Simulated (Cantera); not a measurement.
What does this Cantera script print?

```python
import numpy as np
import cantera as ct

gas_names = [...]  # 136 gases of nasa_gas.yaml made of C, H, N, O
cond_names = """
    C(gr) C6H6(L) C7H8(L) C8H18(L),n-octa H2O(s) H2O(L)
""".split()


# ... load() reads the species with a 1 bar reference pressure and builds the phases ...
atoms = {
    'CH4': {'C': 1, 'H': 4},
    'H2O': {'H': 2, 'O': 1},
    'N2': {'N': 2},
}
top_T = {'C(gr)': 4500}  # K; cautious upper limits of use, not melting points


# ... equilibrate(T, P, feed) seeds the gas with the atoms and calls Mixture.equilibrate('TP', solver="vcs", rtol=1e-11, max_steps=5000) ...
results = []
P = 28000  # Pa
for T in [2075, 2175, 2275, 2375, 2475, 2575, 2675, 2775, 2875, 2975]:
    for m in [0.21, 0.6, 0.99, 1.4, 1.8, 2.2, 2.5, 2.9, 3.3, 3.7]:
        feed = {'CH4': 1, 'H2O': m, 'N2': 21}  # mol
        mix = equilibrate(T, P, feed)
        results.append((T, P, feed, dict(zip(mix.species_names, mix.species_moles))))

for T, P, feed, n in results:
    print(f"{T:7g} {feed['H2O']:10.4g}  " + (" + ".join(c for c in cond_names if n.get(c, 0) > 1e-12) or "gas only"))
```

Result:

```
   2075       0.21  C(gr)
   2075        0.6  C(gr)
   2075       0.99  gas only
   2075        1.4  gas only
   2075        1.8  gas only
   2075        2.2  gas only
   2075        2.5  gas only
   2075        2.9  gas only
   2075        3.3  gas only
   2075        3.7  gas only
   2175       0.21  C(gr)
   2175        0.6  C(gr)
   2175       0.99  gas only
   2175        1.4  gas only
   2175        1.8  gas only
   2175        2.2  gas only
   2175        2.5  gas only
   2175        2.9  gas only
   2175        3.3  gas only
   2175        3.7  gas only
   2275       0.21  C(gr)
   2275        0.6  C(gr)
   2275       0.99  gas only
   2275        1.4  gas only
   2275        1.8  gas only
   2275        2.2  gas only
   2275        2.5  gas only
   2275        2.9  gas only
   2275        3.3  gas only
   2275        3.7  gas only
   2375       0.21  C(gr)
   2375        0.6  gas only
   2375       0.99  gas only
   2375        1.4  gas only
   2375        1.8  gas only
   2375        2.2  gas only
   2375        2.5  gas only
   2375        2.9  gas only
   2375        3.3  gas only
   2375        3.7  gas only
   2475       0.21  C(gr)
   2475        0.6  gas only
   2475       0.99  gas only
   2475        1.4  gas only
   2475        1.8  gas only
   2475        2.2  gas only
   2475        2.5  gas only
   2475        2.9  gas only
   2475        3.3  gas only
   2475        3.7  gas only
   2575       0.21  C(gr)
   2575        0.6  gas only
   2575       0.99  gas only
   2575        1.4  gas only
   2575        1.8  gas only
   2575        2.2  gas only
   2575        2.5  gas only
   2575        2.9  gas only
   2575        3.3  gas only
   2575        3.7  gas only
   2675       0.21  C(gr)
   2675        0.6  gas only
   2675       0.99  gas only
   2675        1.4  gas only
   2675        1.8  gas only
   2675        2.2  gas only
   2675        2.5  gas only
   2675        2.9  gas only
   2675        3.3  gas only
   2675        3.7  gas only
   2775       0.21  gas only
   2775        0.6  gas only
   2775       0.99  gas only
   2775        1.4  gas only
   2775        1.8  gas only
   2775        2.2  gas only
   2775        2.5  gas only
   2775        2.9  gas only
   2775        3.3  gas only
   2775        3.7  gas only
   2875       0.21  gas only
   2875        0.6  gas only
   2875       0.99  gas only
   2875        1.4  gas only
   2875        1.8  gas only
   2875        2.2  gas only
   2875        2.5  gas only
   2875        2.9  gas only
   2875        3.3  gas only
   2875        3.7  gas only
   2975       0.21  gas only
   2975        0.6  gas only
   2975       0.99  gas only
   2975        1.4  gas only
   2975        1.8  gas only
   2975        2.2  gas only
   2975        2.5  gas only
   2975        2.9  gas only
   2975        3.3  gas only
   2975        3.7  gas only
```

These are equilibrium values from Cantera (NASA tables, ideal gas, pure condensed phases), not measurements of a reactor.
